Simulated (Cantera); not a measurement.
A closed system holds: 1 mol MgF2, 0.11 mol H2O, 0.17 mol N2, 0.16 mol O2, held at 1675 K and 10.0 mbar.

Method: chemical equilibrium by Gibbs-energy minimisation in Cantera with the NASA 1993 tables (ideal gas, pure condensed phases). Candidate condensed phases: H2O, Mg, MgF2, MgO, Mg(OH)2; 50 gas species. Mutual solubility and eutectic melting of coexisting phases are not modelled. The numbers say what is thermodynamically allowed, not how fast it happens.

Base state: HF 0.359, N2 0.284, O2 0.267, MgF2 0.0822, H2O 0.00465, NO 0.00178, OH 0.000222, O 0.000177 (mole fractions); condensed: MgF2(l) + MgO(s).

**Question.** What changes in the equilibrium state with this change: temperature from 1675 K to 1123.15 K?

**Answer.** 
| species | before | after |
|---|---|---|
| N2 | 0.284 | 0.373 |
| O2 | 0.267 | 0.351 |
| H2O | 0.00465 | 0.206 |
| HF | 0.359 | 0.0697 |
| MgF2 | 0.0822 | 2.24e-7 |
| Mg2F4 | 4.08e-5 | <1e-9 |
| F | 3.02e-5 | <1e-9 |
| O | 0.000177 | 2.61e-8 |
| MgF2(l), mol | 0.844 | 0 |
| MgO(s), mol | 0.107 | 0.0159 |
| MgF2(s), mol | 0 | 0.984 |
